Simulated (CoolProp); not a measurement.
Properties of hexamethyldisiloxane (MM) along the isotherm 620 K.

Computed with CoolProp (reference Helmholtz-energy equation of state, Thol 2016).

| p (bar) | phase | density (kg/m³) | cp (kJ/(kg K)) | cv (kJ/(kg K)) | isothermal compressibility (1/MPa) | fugacity coefficient |
|---|---|---|---|---|---|---|
| 0.644 | gas | 2.041 | (withheld) | 2.217 | 15.63 | 0.9938 |
| 1.29 | gas | 4.115 | 2.273 | 2.218 | 7.850 | 0.9876 |
| 1.93 | gas | 6.195 | 2.276 | 2.219 | 5.281 | 0.9815 |
| 2.57 | gas | 8.302 | 2.278 | 2.219 | 3.991 | 0.9755 |
| 3.22 | gas | 10.47 | 2.281 | 2.220 | 3.207 | 0.9693 |
| 3.86 | gas | 12.63 | 2.284 | 2.221 | 2.693 | 0.9633 |
| 4.51 | gas | 14.86 | 2.288 | 2.222 | 2.320 | 0.9572 |
| 5.15 | gas | 17.08 | 2.291 | 2.222 | 2.046 | 0.9513 |
| 5.79 | gas | 19.33 | 2.294 | 2.223 | 1.832 | 0.9454 |
| 6.44 | gas | 21.65 | 2.298 | 2.224 | 1.659 | (withheld) |
| 7.08 | gas | (withheld) | 2.301 | 2.225 | 1.519 | 0.9335 |
| 7.72 | gas | 26.31 | (withheld) | 2.225 | 1.403 | 0.9277 |
| 8.37 | gas | 28.73 | 2.309 | 2.226 | 1.303 | 0.9218 |
| 9.01 | gas | 31.14 | 2.312 | 2.227 | 1.219 | 0.9160 |
| 9.66 | gas | 33.62 | 2.317 | 2.228 | 1.145 | 0.9101 |

Q: Some entries are withheld; supply them.

A: 
- 0.644, cp (kJ/(kg K)): 2.270
- 6.44, fugacity coefficient: 0.9394
- 7.08, density (kg/m³): 23.96
- 7.72, cp (kJ/(kg K)): 2.305
